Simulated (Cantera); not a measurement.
What does this Cantera script print?

```python
import numpy as np
import cantera as ct

gas_names = """
    F FO FO2 F2 F2O O O2 O3 Si SiF SiF2 SiF3 SiF4 SiO SiO2 Si2 Si3
""".split()
cond_names = """
    Si(cr) Si(L) SiO2(Lqz) SiO2(hqz) SiO2(L)
""".split()


# ... load() reads the species with a 1 bar reference pressure and builds the phases ...
atoms = {
    'SiF4': {'Si': 1, 'F': 4},
    'O2': {'O': 2},
}
top_T = {}  # K; cautious upper limits of use, not melting points


# ... equilibrate(T, P, feed) seeds the gas with the atoms and calls Mixture.equilibrate('TP', solver="vcs", rtol=1e-11, max_steps=5000) ...
results = []
feed = {'SiF4': 1, 'O2': 4.4}  # mol
P = 7.2  # Pa
for T in [1273, 1323, 1373, 1423, 1473, 1523, 1573, 1623, 1673, 1723, 1773, 1823]:
    mix = equilibrate(T, P, feed)
    results.append((T, P, feed, dict(zip(mix.species_names, mix.species_moles))))

top = {s: max(r[3][s] / sum(r[3][g] for g in gas_names) for r in results) for s in gas_names}
cols = sorted((s for s in top if top[s] > 0.0001), key=lambda s: -top[s])[:8]
seen = [c for c in cond_names if any(r[3].get(c, 0) > 1e-12 for r in results)]
print("log10 of partial pressures in bar; condensed amounts in mol")
print(f"{'T/K':>10s}" + "".join(f"{s[:9]:>10s}" for s in cols + seen))
for T, P, feed, n in results:
    ng = sum(n[g] for g in gas_names)
    print(f"{T:10.4g}" + "".join(f"{np.log10(max(n[s] / ng * P / 1e5, 1e-99)):10.3f}" for s in cols)
          + "".join(f"{n.get(c, 0):10.4g}" for c in seen))
```

Result:

```
log10 of partial pressures in bar; condensed amounts in mol
       T/K        O2      SiF4         O         F      SiF3       SiO SiO2(hqz)   SiO2(L)
      1273    -4.232    -4.875    -9.084   -10.046   -11.419   -17.300 1.614e-06         0
      1323    -4.232    -4.875    -8.691    -9.641   -10.879   -16.067 4.037e-06         0
      1373    -4.232    -4.875    -8.326    -9.265   -10.379   -14.926 9.396e-06         0
      1423    -4.232    -4.875    -7.987    -8.915    -9.914   -13.866 2.048e-05         0
      1473    -4.232    -4.875    -7.670    -8.589    -9.481   -12.878 4.202e-05         0
      1523    -4.232    -4.875    -7.374    -8.284    -9.077   -11.957 8.138e-05         0
      1573    -4.232    -4.875    -7.097    -7.998    -8.699   -11.095 0.0001488         0
      1623    -4.233    -4.876    -6.837    -7.730    -8.345   -10.288  0.000255         0
      1673    -4.234    -4.876    -6.593    -7.478    -8.012    -9.529  0.000399         0
      1723    -4.235    -4.878    -6.363    -7.239    -7.701    -8.819         0 0.0005225
      1773    -4.237    -4.879    -6.146    -7.014    -7.408    -8.152         0 0.0003305
      1823    -4.240    -4.883    -5.942    -6.760    -7.174    -7.687         0         0
```

These are equilibrium values from Cantera (NASA tables, ideal gas, pure condensed phases), not measurements of a reactor. The tables' values for SiF3, SiO2 are old estimates; treat these amounts as uncertain. The tables hold silica as quartz up to 1696 K and as liquid above; real silica turns to tridymite and cristobalite and melts near 1996 K.
